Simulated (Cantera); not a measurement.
A freely propagating, adiabatic, planar premixed flame of CH4 : O2 : N2 = 1 : 1.54 : 5.78 (molar parts), equivalence ratio 1.3, unburnt at 498 K and 130000 Pa; mixture-averaged transport, grid criteria slope 0.08 and curve 0.16, no radiation.

Model: GRI-Mech 3.0 (53 species, 325 reactions), integrated in Cantera. Burning velocities carry a grid error of a few per cent, more on coarse grids.

x: mole fraction of selected species; z is measured from the peak of heat release.

| z (mm) | T (K) | u (m/s) | x CH4 | x O2 | x NO | x C2H | x H | x OH |
|---|---|---|---|---|---|---|---|---|
| -1.09 | 498 | 0.603 | 0.120 | 0.185 | <1e-8 | <1e-8 | <1e-8 | <1e-8 |
| -0.729 | 503 | 0.610 | 0.119 | 0.184 | [?] | <1e-8 | <1e-8 | <1e-8 |
| -0.547 | 519 | 0.634 | 0.117 | 0.182 | [?] | <1e-8 | <1e-8 | <1e-8 |
| -0.365 | 628 | 0.775 | 0.108 | 0.173 | [?] | <1e-8 | 2.10e-7 | 3.99e-7 |
| -0.182 | 1104 | 1.39 | 0.0727 | 0.130 | [?] | <1e-8 | 5.59e-5 | 1.64e-5 |
| -0.0912 | 1511 | 1.93 | 0.0395 | 0.0853 | [?] | 2.61e-8 | 0.000488 | 0.000168 |
| 0 | 1871 | 2.41 | 0.0105 | 0.0381 | [?] | 8.43e-7 | 0.00260 | 0.00109 |
| 0.0912 | 2037 | 2.63 | 0.00121 | 0.0122 | [?] | 1.41e-6 | 0.00563 | 0.00276 |
| 0.182 | 2082 | 2.68 | 0.000100 | 0.00392 | [?] | 3.77e-7 | 0.00715 | 0.00364 |
| 0.365 | 2105 | 2.70 | 9.81e-7 | 0.00105 | [?] | 1.10e-8 | 0.00723 | 0.00368 |
| 0.729 | 2127 | 2.73 | <1e-8 | 0.000582 | 9.99e-5 | <1e-8 | 0.00604 | 0.00315 |
| 1.46 | 2151 | 2.75 | <1e-8 | 0.000327 | 0.000104 | <1e-8 | 0.00444 | 0.00243 |
| 2.92 | 2172 | 2.78 | <1e-8 | 0.000147 | 0.000106 | <1e-8 | 0.00292 | 0.00166 |

Question: Complete the blanks.

Answer: 
- -0.729, x NO: 1.55e-8
- -0.547, x NO: 8.34e-8
- -0.365, x NO: 8.27e-7
- -0.182, x NO: 7.75e-6
- -0.0912, x NO: 1.63e-5
- 0, x NO: 3.01e-5
- 0.0912, x NO: 5.08e-5
- 0.182, x NO: 7.03e-5
- 0.365, x NO: 8.97e-5
